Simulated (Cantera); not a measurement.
Charge: 1 mol MgO, 0.098 mol SO3, 2.9 mol N2, held at 7.50 Torr.

These are equilibrium values from Cantera (NASA tables, ideal gas, pure condensed phases), not measurements of a reactor. Candidate condensed phases: Mg, MgO, MgS, MgSO4, S; 22 gas species. Equilibrium is a limit: real reactors are often held back by kinetics, nucleation or transport. All values below are at 1523 K.

Base state: N2 0.952, SO2 0.0321, O2 0.0159, NO 0.000413, SO3 1.35e-5 (mole fractions); condensed: MgO(s).

### Question
What changes in the equilibrium state with this change: 0.12 mol NH3 added?

### Answer
```tsv
species	before	after
N2	0.952	0.917
H2O	0	0.0445
SO2	0.0321	0.0227
O2	0.0159	1.06e-8
H2	0	0.0110
S2	<1e-9	0.00306
H2S	0	0.000199
SH	0	0.000103
S2O	<1e-9	3.08e-5
S	<1e-9	2.93e-5
MgO(s), mol	1.00	1.00
```
Further candidate phases: H2O, H2SO4, Mg(OH)2.
